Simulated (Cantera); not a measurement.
A perfectly stirred reactor is fed with CH4 : H2 : O2 : N2 = 1 : 0.048 : 1.26 : 4.74 (molar parts), at 7500 Torr; it is adiabatic with a 775 K inlet, and is followed from long to short residence time, starting on the burning branch (τ in s: 0.087, 0.034, 0.014, 0.0054, 0.0022, 0.00086, 0.00034, 0.00014, 5.4e-05).

Cantera simulation using GRI-Mech 3.0 (53 species, 325 reactions); the numbers are that mechanism's predictions, not measurements.

Problem. Predict: blow-out, bracketed by the residence times tried; x(CH4) at τ = 87.0 ms; x(H2) at τ = 87.0 ms; x(O2) at τ = 87.0 ms; x(N2O) at τ = 87.0 ms; x(CH3) at τ = 87.0 ms; x(CH4) at τ = 2.20 ms; x(H2) at τ = 2.20 ms; x(O2) at τ = 2.20 ms; x(N2O) at τ = 2.20 ms; x(CH3) at τ = 2.20 ms.

Solution. 
| Item | Result |
|---|---|
| blow-out, bracketed by the residence times tried | burning at 0.140 ms, out at 54.0 µs |
| x(CH4) at τ = 87.0 ms | 0.000203 |
| x(H2) at τ = 87.0 ms | 0.0980 |
| x(O2) at τ = 87.0 ms | 1.82e-5 |
| x(N2O) at τ = 87.0 ms | 5.03e-9 |
| x(CH3) at τ = 87.0 ms | 2.15e-5 |
| x(CH4) at τ = 2.20 ms | 0.00294 |
| x(H2) at τ = 2.20 ms | 0.0872 |
| x(O2) at τ = 2.20 ms | 0.000595 |
| x(N2O) at τ = 2.20 ms | 1.90e-8 |
| x(CH3) at τ = 2.20 ms | 0.000385 |
